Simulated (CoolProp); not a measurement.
Vapour-liquid equilibrium of octamethyltrisiloxane (MDM) (1) + octamethylcyclotetrasiloxane (D4) (2) at 177.65 °C; x and y are mole fractions of (1).

Model: multi-fluid Helmholtz-energy mixture model, Thol 2017 and Thol 2015; pair parameters Bell 2016, in CoolProp.

```tsv
x	bubble pressure (kPa)	y at the bubble point	dew pressure at overall composition x (kPa)	liquid density (mol/L)
0.05	110.8	0.084	108.9	2.578
0.125	117.2	0.197	113.0	2.588
0.2	123.3	0.297	117.3	2.598
0.275	129.3	0.388	121.9	2.609
0.35	135.2	0.471	126.8	2.620
0.425	141.0	0.548	131.9	2.631
0.5	146.9	0.619	137.4	2.642
0.575	152.7	0.687	143.2	2.653
0.65	158.6	0.750	149.5	2.664
0.725	164.6	0.810	156.2	2.675
0.8	170.6	0.866	163.6	2.686
0.875	176.7	0.919	171.6	2.697
0.95	182.9	0.969	180.5	2.708
```

No azeotrope shows between x = 0.05 and 0.95.

The pair parameters rest on a limited set of measurements; away from them the model extrapolates.
